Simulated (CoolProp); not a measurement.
The fluid at 293.15 K and 0.146 MPa is compressed adiabatically to 0.827 MPa with isentropic efficiency 0.85. The same conditions are run with several fluids, on thermodynamics alone (safety and materials aside).

Model: reference Helmholtz-energy equation of state of each fluid (sulfur hexafluoride: Guder 2009; R115: Lemmon 2016; dimethyl ether: Wu 2011; propane: Lemmon 2009; R1132(E): Akasaka 2024), in CoolProp.

Rank sulfur hexafluoride, R115, dimethyl ether, propane, R1132(E) by work (kJ/kg), highest first.

propane (119), dimethyl ether (115), R1132(E) (85.1), sulfur hexafluoride (35.5), R115 (32.4)

| fluid | final temperature (K) | final density (kg/m³) |
|---|---|---|
| sulfur hexafluoride | 348.1 | 44.2 |
| R115 | 343.6 | 49.9 |
| dimethyl ether | 374.8 | 13.2 |
| propane | 365.5 | 12.9 |
| R1132(E) | 382.5 | 17.4 |
